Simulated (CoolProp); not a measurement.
A closed Brayton cycle with nitrogen: compressor inlet 311.15 K and 2.5 MPa, high pressure 5.59 MPa, turbine inlet 780 K, compressor efficiency 0.85, turbine efficiency 0.85, recuperator effectiveness 0.8 (on enthalpy, no pinch check). Each further row changes one setting.

The numbers come from the reference Helmholtz-energy equation of state, Span 2000 in CoolProp.

```
case                           thermal efficiency (%)  net work (kJ/kg)  compressor to turbine work  compressor exit (K)  turbine exit (K)
-----------------------------  ----------------------  ----------------  --------------------------  -------------------  ----------------
as stated                                        22.8              45.5                        0.69                406.5             650.5
turbine inlet 730 K                              19.9                 …                        0.73                406.5             607.7
compressor inlet 321.15 K                        21.4              42.2                        0.71                    …             650.5
high pressure 4.75 MPa                              …              40.7                        0.65                385.4             674.8
recuperator effectiveness 0.5                       …              45.5                        0.69                406.5             650.5
```

Q: Complete the blanks.

A: 
- turbine inlet 730 K, net work (kJ/kg): 36.1
- compressor inlet 321.15 K, compressor exit (K): 419.4
- high pressure 4.75 MPa, thermal efficiency (%): 22.3
- recuperator effectiveness 0.5, thermal efficiency (%): 16.3
